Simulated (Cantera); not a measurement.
Charge: 1 mol TiO2, 0.89 mol Al2O3, 2.6 mol O2, equilibrated at 1752 °C.

Method: chemical equilibrium by Gibbs-energy minimisation in Cantera with the NASA 1993 tables (ideal gas, pure condensed phases). Candidate condensed phases: Al, Al2O3, Ti, TiO, TiO2, Ti2O3, Ti3O5, Ti4O7; 12 gas species. Mutual solubility and eutectic melting of coexisting phases are not modelled. Condensed phases not in the tables: mixed aluminates and titanates, alloys, solid solutions and most ternary compounds. Rates play no part.

x: gas mole fraction; n: condensed amount in mol.

| P (Pa) | x O2 | x O | x TiO2 | x TiO | x AlO | x O3 | x AlO2 | n Al2O3(s) | n TiO2(rutile) |
|---|---|---|---|---|---|---|---|---|---|
| 10 | 0.919 | 0.0775 | 0.00339 | 1.80e-6 | 5.92e-7 | 5.70e-10 | 2.56e-8 | 0.890 | 0.991 |
| 52 | 0.965 | 0.0348 | 0.000652 | 1.48e-7 | 7.45e-8 | 1.40e-9 | 7.52e-9 | 0.890 | 0.998 |
| 270 | 0.984 | [?] | [?] | [?] | [?] | [?] | [?] | 0.890 | 1.000 |
| 1400 | 0.993 | 0.00681 | 2.42e-5 | 1.05e-9 | 1.21e-9 | 7.58e-9 | 6.41e-10 | 0.890 | 1.000 |
| 7200 | 0.997 | 0.00301 | 4.71e-6 | 8.95e-11 | 1.56e-10 | 1.73e-8 | 1.88e-10 | 0.890 | 1.000 |
| 37000 | 0.999 | 0.00133 | 9.16e-7 | 7.67e-12 | 2.01e-11 | 3.93e-8 | 5.51e-11 | 0.890 | 1.000 |
| 190000 | 0.999 | [?] | [?] | <1e-12 | [?] | [?] | [?] | 0.890 | 1.00 |
| 1000000 | 1.000 | 0.000256 | 3.39e-8 | <1e-12 | <1e-12 | 2.05e-7 | 4.65e-12 | 0.890 | 1.00 |

Fill in the missing entries.


- 270, x O: 0.0154
- 270, x TiO2: 0.000126
- 270, x TiO: 1.24e-8
- 270, x AlO: 9.46e-9
- 270, x O3: 3.29e-9
- 270, x AlO2: 2.20e-9
- 190000, x O: 0.000587
- 190000, x TiO2: 1.78e-7
- 190000, x AlO: 2.60e-12
- 190000, x O3: 8.92e-8
- 190000, x AlO2: 1.61e-11
